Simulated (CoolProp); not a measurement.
CH2F2 (R32) at several states: density (kg/m³) from the reference equation and from simpler models built on Tc = 351.3 K, pc = 5783 kPa, ω = 0.277; each cubic takes its own stable root.

Computed with CoolProp (reference Helmholtz-energy equation of state, Tillner-Roth 1997).

```json
[
 {"T (K)": "362.2", "p (kPa)": "120", "phase": "gas", "reference": "2.088", "van der Waals": "2.085", "Soave-Redlich-Kwong": "2.086", "Peng-Robinson": "2.088"},
 {"T (K)": "388.3", "p (kPa)": "273", "phase": "gas", "reference": "4.456", "van der Waals": "4.448", "Soave-Redlich-Kwong": "4.450", "Peng-Robinson": "4.457"},
 {"T (K)": "403.4", "p (kPa)": "29000", "phase": "supercritical", "reference": "760.3", "van der Waals": "?", "Soave-Redlich-Kwong": "?", "Peng-Robinson": "?"},
 {"T (K)": "211.2", "p (kPa)": "9950", "phase": "liquid", "reference": "1256", "van der Waals": "656.6", "Soave-Redlich-Kwong": "978.9", "Peng-Robinson": "1102"}
]
```

Question: Some entries are withheld; supply them.

Answer: 
- 403.4, van der Waals: 521.3
- 403.4, Soave-Redlich-Kwong: 597.4
- 403.4, Peng-Robinson: 655.3
